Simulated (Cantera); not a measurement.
Thermodynamics of fluorocarbon and chlorocarbon gases, feed CH3Cl + F2

A closed system holds: 1 mol CH3Cl, a varied amount of F2, equilibrated at 823.15 K and 1.00 Torr.

Equilibrium computed with Cantera from the NASA thermochemical tables; the gas is ideal and each condensed phase is pure. Candidate condensed phases: C, C6H6, C7H8, C8H18; 118 gas species. Condensed phases not in the tables: fluorocarbon polymer. Gases not in the tables: C2F6 and larger saturated fluorocarbons. The numbers say what is thermodynamically allowed, not how fast it happens.

```json
[
 {"n(F2) (mol)": "0.09", "x HF": "0.0861", "x HCl": "0.479", "x H2": "0.435", "x CF4": "<1e-12", "x Cl2": "<1e-12", "n C(graphite)": "1.000"},
 {"n(F2) (mol)": "0.14", "x HF": "0.131", "x HCl": "0.467", "x H2": "0.402", "x CF4": "<1e-12", "x Cl2": "<1e-12", "n C(graphite)": "1.000"},
 {"n(F2) (mol)": "0.22", "x HF": "0.198", "x HCl": "0.451", "x H2": "0.351", "x CF4": "<1e-12", "x Cl2": "<1e-12", "n C(graphite)": "1.000"},
 {"n(F2) (mol)": "0.33", "x HF": "0.283", "x HCl": "0.429", "x H2": "0.287", "x CF4": "<1e-12", "x Cl2": "<1e-12", "n C(graphite)": "1.000"},
 {"n(F2) (mol)": "0.51", "x HF": "0.406", "x HCl": "0.398", "x H2": "0.195", "x CF4": "<1e-12", "x Cl2": "<1e-12", "n C(graphite)": "1.000"},
 {"n(F2) (mol)": "0.79", "x HF": "0.566", "x HCl": "0.358", "x H2": "0.0753", "x CF4": "<1e-12", "x Cl2": "<1e-12", "n C(graphite)": "1.000"},
 {"n(F2) (mol)": "1.2", "x HF": "0.647", "x HCl": "0.320", "x H2": "2.17e-11", "x CF4": "0.0316", "x Cl2": "0.00108", "n C(graphite)": "0.902"},
 {"n(F2) (mol)": "1.9", "x HF": "0.584", "x HCl": "0.285", "x H2": "8.73e-12", "x CF4": "0.129", "x Cl2": "0.00212", "n C(graphite)": "0.554"},
 {"n(F2) (mol)": "2.9", "x HF": "0.512", "x HCl": "0.246", "x H2": "4.94e-12", "x CF4": "0.238", "x Cl2": "0.00280", "n C(graphite)": "0.0556"}
]
```
x: gas mole fraction; n: condensed amount in mol.

From 0.09 mol F2 to 2.9 mol F2 the condensed part is C(graphite). The main C-bearing gas is CH4 at 0.09 mol F2 and CF4 at 2.9 mol F2.
